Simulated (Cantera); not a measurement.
A Cantera script and what it prints.

```python
import numpy as np
import cantera as ct

gas_names = """
    Br Br2 H HBr H2 Si SiBr SiBr2 SiBr3 SiBr4 SiH SiHBr3 SiH2 SiH2Br2 SiH3 SiH3Br SiH4 Si2 Si3
""".split()
cond_names = """
    Br2(cr) Br2(L) Si(cr) Si(L)
""".split()


# ... load() reads the species with a 1 bar reference pressure and builds the phases ...
atoms = {
    'Si': {'Si': 1},
    'HBr': {'H': 1, 'Br': 1},
}
top_T = {}  # K; cautious upper limits of use, not melting points


# ... equilibrate(T, P, feed) seeds the gas with the atoms and calls Mixture.equilibrate('TP', solver="vcs", rtol=1e-11, max_steps=5000) ...
results = []
feed = {'Si': 1, 'HBr': 26}  # mol
T = 998  # K
for P in [1, 10, 100, 1000, 10000, 100000]:
    mix = equilibrate(T, P, feed)
    results.append((T, P, feed, dict(zip(mix.species_names, mix.species_moles))))
    x = sorted(zip(gas.X, gas.species_names), reverse=True)
    print(f"T = {T:g} K  P = {P:g} Pa  gas = {mix.phase_moles(0):.4g} mol")
    print("   x: " + "  ".join(f"{s} {v:.3e}" for v, s in x if v > 0.0001))
    print("   condensed (mol): " + ("  ".join(f"{mix.phase(i).name} {mix.phase_moles(i):.4g}"
          for i in range(1, mix.n_phases) if mix.phase_moles(i) > 1e-12) or "none"))
```

It prints:

```
T = 998 K  P = 1 Pa  gas = 25.08 mol
   x: HBr 8.762e-01  H2 8.027e-02  SiBr4 3.838e-02  Br 3.628e-03  SiBr2 1.078e-03  SiBr3 4.070e-04
   condensed (mol): none
T = 998 K  P = 10 Pa  gas = 25.02 mol
   x: HBr 8.785e-01  H2 8.033e-02  SiBr4 3.971e-02  Br 1.150e-03  SiBr3 1.329e-04  SiBr2 1.111e-04
   condensed (mol): none
T = 998 K  P = 100 Pa  gas = 25.01 mol
   x: HBr 8.795e-01  H2 8.012e-02  SiBr4 3.992e-02  Br 3.645e-04
   condensed (mol): none
T = 998 K  P = 1000 Pa  gas = 25 mol
   x: HBr 8.798e-01  H2 8.003e-02  SiBr4 3.997e-02  Br 1.154e-04
   condensed (mol): none
T = 998 K  P = 10000 Pa  gas = 25 mol
   x: HBr 8.800e-01  H2 8.000e-02  SiBr4 3.998e-02
   condensed (mol): none
T = 998 K  P = 100000 Pa  gas = 25 mol
   x: HBr 8.800e-01  H2 7.999e-02  SiBr4 3.998e-02
   condensed (mol): none
```

Method: chemical equilibrium by Gibbs-energy minimisation in Cantera with the NASA 1993 tables (ideal gas, pure condensed phases). The tables' values for SiBr3 are old estimates; treat these amounts as uncertain.
